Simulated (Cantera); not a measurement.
An adiabatic, constant-pressure homogeneous reactor starts with CO : H2 : O2 : N2 : H2O = 1 : 0.03 : 0.429 : 1.61 : 0.13 (molar parts), equivalence ratio 1.2, at 1000 K and 10.0 bar.

Detailed kinetics in Cantera: GRI-Mech 3.0 (53 species, 325 reactions). The hydrogen kinetics of GRI-Mech 3.0 are dated; newer H2 mechanisms differ, most at raised pressure.

One state of this run: T (K) = 1048; x CO = 0.308; x H2 = 0.00883; x O2 = 0.132; x NO2 = 1.10e-12; x HO2 = 3.49e-5; x NO = <1e-12. x: mole fraction; the columns are a selection and need not sum to one.

### Question
Which value of t (s) does it belong to?
A) 0.164
B) 0.0270
C) 0.0666
D) 0.00444

### Answer
D, 0.00444
